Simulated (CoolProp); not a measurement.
50 sccm (0 °C, 1 atm) of nitrogen bubbles through liquid ethanol at 291.5 K and leaves saturated at a total pressure of 0.15 MPa (ideal gas phase). Each further row changes one setting.

Model: reference Helmholtz-energy equation of state, Schroeder 2014, in CoolProp.

| case | vapour pressure (kPa) | mole fraction of vapour | delivery (mg/min) | delivery (sccm) | change of delivery for a bath 1 K warmer (%) |
|---|---|---|---|---|---|
| as stated | 5.32 | 0.0355 | 3.78 | 1.84 | 6.5 |
| bath temperature 296.5 K | 7.17 | 0.0478 | 5.16 | 2.51 | 6.3 |
| total pressure 0.3 MPa | 5.32 | 0.0177 | 1.85 | 0.902 | 6.4 |
